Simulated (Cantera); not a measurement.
An isothermal, constant-pressure homogeneous reactor starts with 1.28 % H2, 98.7 % O2, equivalence ratio 0.0065, at 1375 K and 6.53 Torr.

Cantera simulation using the H2/O2 subset of GRI-Mech 3.0, which has no nitrogen chemistry; the numbers are that mechanism's predictions, not measurements. Radical loss at walls, strong at low pressure, is not modelled.

x: mole fraction; the columns are a selection and need not sum to one.

```tsv
t (s)	x H2	x O2	x OH	x H2O	x H2O2	x O	x HO2
0.000900	0.0128	0.987	___	3.24e-7	1.27e-10	3.96e-7	1.22e-7
0.00212	0.0128	0.987	___	9.40e-6	5.99e-10	8.66e-6	2.89e-7
0.00499	0.00666	0.981	___	0.00467	1.98e-8	0.00418	5.46e-7
0.0117	6.65e-5	0.975	0.00160	0.0117	9.58e-9	0.0111	3.76e-7
0.0277	6.31e-5	0.975	0.00158	0.0118	9.42e-9	0.0108	3.71e-7
0.0651	6.01e-5	0.976	0.00154	0.0118	9.30e-9	0.0103	3.62e-7
0.153	5.37e-5	0.977	0.00146	0.0119	9.01e-9	0.00915	3.43e-7
0.361	4.21e-5	0.979	___	0.0121	8.36e-9	0.00708	3.03e-7
0.850	2.59e-5	0.982	___	0.0123	7.04e-9	0.00428	2.33e-7
2.00	1.12e-5	0.985	___	0.0125	4.92e-9	0.00183	1.44e-7
```

Problem. Some entries are withheld; supply them.

Solution. 
- 0.000900, x OH: 3.32e-7
- 0.00212, x OH: 7.12e-6
- 0.00499, x OH: 0.00251
- 0.361, x OH: 0.00129
- 0.850, x OH: 0.00101
- 2.00, x OH: 0.000669
